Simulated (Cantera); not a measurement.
## SiH₄ + NH₃ + N₂ (silicon nitride deposition)

Feed: 1 mol SiH₄, 0.19 mol NH₃, a varied amount of N₂, at 2098 K and 58.0 Pa.

Cantera equilibrium calculation (NASA polynomials, part measured and part estimated; ideal gas, pure solids and liquids). Candidate condensed phases: Si, Si₃N₄; 18 gas species. The tables' values for SiN are old estimates; treat these amounts as uncertain. Gases not in the tables: Si₂H₆ and higher silanes. Rates play no part.

From 3.7 mol N₂ to 37 mol N₂ nothing is condensed. The main Si-bearing gas is Si throughout.

```
n(N₂) (mol)  log p N₂  log p H₂  log p Si  log p H  log p Si₂
-----------  --------  --------  --------  -------  ---------
3.7             -3.52     -3.79     -4.11    -4.41      -6.23
6.5             -3.42     -3.94     -4.25    -4.48      -6.51
9.3             -3.38     -4.06     -4.36    -4.54      -6.72
12              -3.35     -4.15     -4.44    -4.59      -6.89
15              -3.33     -4.23     -4.52    -4.63      -7.04
18              -3.32     -4.30     -4.58    -4.66      -7.17
21              -3.31     -4.36     -4.64    -4.69      -7.28
23              -3.30     -4.40     -4.67    -4.71      -7.35
26              -3.29     -4.45     -4.72    -4.74      -7.44
29              -3.29     -4.50     -4.76    -4.76      -7.52
32              -3.29     -4.54     -4.80    -4.78      -7.60
35              -3.28     -4.58     -4.83    -4.80      -7.67
37              -3.28     -4.61     -4.85    -4.82      -7.71
```
log p: log10 of the partial pressure in bar; nothing condenses.
